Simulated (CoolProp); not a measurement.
Vapour-liquid equilibrium of R227EA (1) + n-butane (2) at 0.222 MPa; x and y are mole fractions of (1).

Values from CoolProp's multi-fluid Helmholtz-energy mixture model, Lemmon 2016 and Bücker 2006; pair parameters Bell 2016.

```csv
x,"bubble temperature, mixture model (°C)","bubble temperature, Raoult's law (°C)","y, mixture model","y, Raoult's law"
0.05,12.9,20.7,…,0.090
0.125,5.9,18.9,0.462,0.211
0.2,2.7,17.1,…,0.319
0.275,…,15.5,…,0.416
0.35,0.4,13.9,0.600,0.503
0.425,…,12.4,0.616,0.582
0.5,-0.4,11.1,0.630,0.653
0.575,-0.6,9.8,0.646,0.718
0.65,-0.7,8.5,0.667,0.778
0.725,-0.7,7.3,0.697,0.833
0.8,-0.3,6.2,0.740,0.883
0.875,0.4,5.2,0.805,0.930
0.95,…,4.1,0.904,0.973
```

Q: Some entries are withheld; supply them.

A: 
- 0.05, y, mixture model: 0.280
- 0.2, y, mixture model: 0.540
- 0.275, bubble temperature, mixture model (°C): 1.1
- 0.275, y, mixture model: 0.578
- 0.425, bubble temperature, mixture model (°C): -0.1
- 0.95, bubble temperature, mixture model (°C): 1.9

The largest gap from Raoult's law is -14.4 K in bubble temperature, at x = 0.2. y crosses x between x = 0.65 and 0.725: the model has an azeotrope there.

Pair parameters are fitted to limited data, so mixtures are less certain than the pure fluids. With so large a gap from Raoult's law the liquid may split in two, which this calculation doesn't test in full.
